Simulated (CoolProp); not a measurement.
A single-stage vapour-compression cycle with the fluid: evaporating at 270.15 K (dew point), condensing at 312.15 K (bubble point), superheat 0 K, subcooling 2 K, compressor efficiency 0.7, no pressure losses. The same conditions are run with several fluids, on thermodynamics alone (safety and materials aside).

Computed with CoolProp (reference Helmholtz-energy equation of state of each fluid (R245fa: Akasaka 2015; R1233zd(E): Akasaka 2022; R227EA: Lemmon 2016; R141b: Lemmon 2006; R142b: Lemmon 2006; CH2F2 (R32): Tillner-Roth 1997)).

```
fluid        cooling COP  pressure ratio  discharge temperature (K)  refrigerating effect (kJ/kg)  volumetric capacity (kJ/m³)
-----------  -----------  --------------  -------------------------  ----------------------------  ---------------------------
R245fa              3.83            5.23                      321.5                           154                          438
R1233zd(E)          3.89            4.93                      325.8                           157                          397
R227EA              3.39            3.92                      312.2                          79.4                         1130
R141b               4.00            5.26                      335.8                           193                          250
R142b               3.84            3.94                      329.0                           168                         1020
CH2F2 (R32)         3.56            3.28                      361.3                           245                         4920
```

The compression ends wet for: R227EA.
